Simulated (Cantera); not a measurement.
A perfectly stirred reactor is fed with C₂H₆ : H₂ = 1 : 5.1 (molar parts), at 0.0118 atm; it is held at 1925 K, and followed from long to short residence time.

Model: GRI-Mech 3.0 (53 species, 325 reactions), integrated in Cantera. GRI-Mech 3.0 stops at C3 and has no aromatics, soot or wall deposition, so with more carbon than oxygen in the feed, carbon stays in small species such as C2H2 where larger ones or solid carbon would form. Radical loss at walls, strong at low pressure, is not modelled.

Question: What does this change do: pressure from 0.0118 atm to 1.58 atm?

Answer: 
```json
[
 {"quantity": "x(C₂H₆) at τ = 1.40 s", "before": "4.77e-6", "after": "2.09e-6"},
 {"quantity": "x(H₂) at τ = 1.40 s", "before": "0.865", "after": "0.868"},
 {"quantity": "x(H) at τ = 1.40 s", "before": "0.00638", "after": "0.000711"},
 {"quantity": "x(C₂H₄) at τ = 1.40 s", "before": "4.71e-5", "after": "0.00169"},
 {"quantity": "x(CH₃) at τ = 1.40 s", "before": "0.00108", "after": "0.000189"},
 {"quantity": "x(C₂H₆) at τ = 25.0 ms", "before": "0.000272", "after": "2.46e-5"},
 {"quantity": "x(H₂) at τ = 25.0 ms", "before": "0.833", "after": "0.856"},
 {"quantity": "x(H) at τ = 25.0 ms", "before": "0.00654", "after": "0.000734"},
 {"quantity": "x(C₂H₄) at τ = 25.0 ms", "before": "0.00146", "after": "0.00171"},
 {"quantity": "x(CH₃) at τ = 25.0 ms", "before": "0.00824", "after": "0.000530"}
]
```

Question: What does this change do: H2 5.1 to 39 parts?

Answer: 
```csv
quantity,before,after
x(C₂H₆) at τ = 1.40 s,4.77e-6,8.46e-7
x(H₂) at τ = 1.40 s,0.865,0.967
x(H) at τ = 1.40 s,0.00638,0.00704
x(C₂H₄) at τ = 1.40 s,4.71e-5,8.52e-6
x(CH₃) at τ = 1.40 s,0.00108,0.000451
x(C₂H₆) at τ = 25.0 ms,0.000272,4.83e-5
x(H₂) at τ = 25.0 ms,0.833,0.959
x(H) at τ = 25.0 ms,0.00654,0.00654
x(C₂H₄) at τ = 25.0 ms,0.00146,0.000209
x(CH₃) at τ = 25.0 ms,0.00824,0.00255
```

Question: What does this change do: C2H6 1 to 0.74 parts?

Answer: 
```
quantity                  before     after
----------------------  --------  --------
x(C₂H₆) at τ = 1.40 s    4.77e-6   3.84e-6
x(H₂) at τ = 1.40 s        0.865     0.888
x(H) at τ = 1.40 s       0.00638   0.00652
x(C₂H₄) at τ = 1.40 s    4.71e-5   3.83e-5
x(CH₃) at τ = 1.40 s     0.00108  0.000974
x(C₂H₆) at τ = 25.0 ms  0.000272  0.000219
x(H₂) at τ = 25.0 ms       0.833     0.860
x(H) at τ = 25.0 ms      0.00654   0.00661
x(C₂H₄) at τ = 25.0 ms   0.00146   0.00115
x(CH₃) at τ = 25.0 ms    0.00824   0.00720
```
